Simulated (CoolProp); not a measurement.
Vapour-liquid equilibrium of R134a (1) + R227EA (2) at 181.9 K; x and y are mole fractions of (1).

Computed with CoolProp (multi-fluid Helmholtz-energy mixture model, Tillner-Roth 1994 and Lemmon 2016; pair parameters Bell 2016).

| x | bubble pressure (kPa) | y at the bubble point | dew pressure at overall composition x (kPa) | liquid density (mol/L) |
|---|---|---|---|---|
| 0.05 | 0.7818 | 0.115 | 0.7507 | 10.63 |
| 0.15 | 0.8794 | 0.292 | 0.7997 | 11.00 |
| 0.25 | 0.9652 | 0.424 | 0.8545 | 11.38 |
| 0.35 | 1.041 | 0.529 | 0.9156 | 11.79 |
| 0.45 | (withheld) | 0.615 | 0.9831 | 12.23 |
| 0.55 | (withheld) | (withheld) | 1.056 | 12.70 |
| 0.65 | (withheld) | 0.759 | 1.133 | 13.20 |
| 0.75 | 1.263 | 0.825 | 1.210 | 13.74 |
| 0.85 | (withheld) | 0.892 | (withheld) | 14.32 |
| 0.95 | 1.339 | 0.962 | 1.333 | 14.95 |

Fill in the missing entries.


- 0.45, bubble pressure (kPa): 1.107
- 0.55, bubble pressure (kPa): 1.165
- 0.55, y at the bubble point: 0.691
- 0.65, bubble pressure (kPa): 1.217
- 0.85, bubble pressure (kPa): 1.303
- 0.85, dew pressure at overall composition x (kPa): 1.279

No azeotrope shows between x = 0.05 and 0.95.

Pair parameters are fitted to limited data, so mixtures are less certain than the pure fluids.
